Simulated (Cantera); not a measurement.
A Cantera script and its output.

```python
import numpy as np
import cantera as ct

gas = ct.Solution("gri30.yaml")
gas.TPX = 1800, 100000, {'CH4': 1, 'O2': 2.94, 'N2': 35.3}
reactor = ct.IdealGasConstPressureReactor(gas, energy="on", clone=False)
net = ct.ReactorNet([reactor])
net.rtol, net.atol = 1e-08, 1e-16
show = ['CH4', 'O2', 'H', 'CO2', 'HCN']
times = np.geomspace(1e-06, 3, 11)

steps = ct.SolutionArray(gas, extra=["t"])
rows = []
print(f"{'t/s':>10s}{'T/K':>9s}{'P/Pa':>11s}" + "".join(f"{s:>11s}" for s in show))
for t in times:
    while net.time < t:
        t_next = net.step()
        steps.append(gas.state, t=t_next)
    rows.append([np.interp(t, steps.t, y) for y in (steps.T, steps.P, *steps(*show).X.T)])
    print(f"{t:10.3e}{rows[-1][0]:9.1f}{rows[-1][1]:11.4g}" + "".join(f"{x:11.3e}" for x in rows[-1][2:]))
rate = np.gradient(steps.T, steps.t)
print("integrator steps:", len(steps.t))
if steps.T.max() > steps.T[0] + 200:
    print(f"time of steepest temperature rise: {steps.t[rate.argmax()]:.4e} s")
gas.TPX = 1800, 100000, {'CH4': 1, 'O2': 2.94, 'N2': 35.3}
gas.equilibrate("HP")
print(f"equilibrium (HP): T = {gas.T:.1f} K  " + "  ".join(f"{s} {gas[s].X[0]:.3e}" for s in show))
```

Result:

```
       t/s      T/K       P/Pa        CH4         O2          H        CO2        HCN
 1.000e-06   1800.0      1e+05  2.548e-02  7.492e-02  4.658e-07  3.041e-12  4.150e-16
 4.443e-06   1799.9      1e+05  2.547e-02  7.492e-02  5.818e-07  5.567e-10  1.359e-14
 1.974e-05   1799.8      1e+05  2.542e-02  7.491e-02  7.309e-07  3.047e-08  3.948e-13
 8.773e-05   1799.6      1e+05  2.484e-02  7.466e-02  3.462e-06  3.450e-06  2.086e-11
 3.898e-04   2124.8      1e+05  6.811e-18  2.658e-02  5.742e-03  1.613e-02  1.280e-12
 1.732e-03   2276.9      1e+05  2.432e-19  2.447e-02  7.664e-04  2.182e-02  1.004e-12
 7.696e-03   2307.7      1e+05  7.372e-20  2.375e-02  2.680e-04  2.353e-02  7.738e-13
 3.420e-02   2305.1      1e+05  7.349e-20  2.310e-02  2.624e-04  2.355e-02  9.727e-13
 1.519e-01   2299.6      1e+05  7.389e-20  2.182e-02  2.547e-04  2.356e-02  1.297e-12
 6.752e-01   2298.1      1e+05  7.401e-20  2.147e-02  2.527e-04  2.356e-02  1.374e-12
 3.000e+00   2298.1      1e+05  7.401e-20  2.147e-02  2.527e-04  2.356e-02  1.374e-12
integrator steps: 1758
time of steepest temperature rise: 2.2254e-04 s
equilibrium (HP): T = 2298.1 K  CH4 1.093e-19  O2 2.147e-02  H 2.527e-04  CO2 2.356e-02  HCN 1.374e-12
```

Cantera simulation using GRI-Mech 3.0 (53 species, 325 reactions); the numbers are that mechanism's predictions, not measurements.
